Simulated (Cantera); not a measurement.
Charge: 1 mol Al₂O₃, 0.34 mol H₂, at 1850 K and 1.20 Torr.

These are equilibrium values from Cantera (NASA tables, ideal gas, pure condensed phases), not measurements of a reactor. Candidate condensed phases: Al, Al₂O₃, H₂O; 19 gas species. The numbers say what is thermodynamically allowed, not how fast it happens.

Base state: H₂ 0.986, H 0.0134, H₂O 0.000251, Al 0.000143, Al₂O 1.48e-5 (mole fractions); condensed: Al₂O₃(s).

Q: What changes in the equilibrium state with this change: temperature from 1850 K to 1700 K?

A: 
| species | before | after |
|---|---|---|
| H₂ | 0.986 | 0.996 |
| H | 0.0134 | 0.00368 |
| H₂O | 0.000251 | 4.26e-5 |
| Al | 0.000143 | 2.51e-5 |
| Al₂O | 1.48e-5 | 1.81e-6 |
| Al₂O₃(s), mol | 1.000 | 1.000 |

Q: What changes in the equilibrium state with this change: temperature from 1850 K to 1375 K?

A: 
```
species          before    after
-------------  --------  -------
H₂                0.986    1.000
H                0.0134  8.57e-5
H₂O            0.000251  2.37e-7
Al             0.000143  1.41e-7
Al₂O            1.48e-5  3.31e-9
Al₂O₃(s), mol     1.000     1.00
```

Q: What changes in the equilibrium state with this change: pressure from 1.20 Torr to 1 atm?

A: 
```
species          before     after
-------------  --------  --------
H₂                0.986     0.999
H                0.0134  0.000535
H₂O            0.000251   2.33e-5
Al             0.000143   8.17e-6
Al₂O            1.48e-5   2.79e-6
Al₂O₃(s), mol     1.000     1.000
```
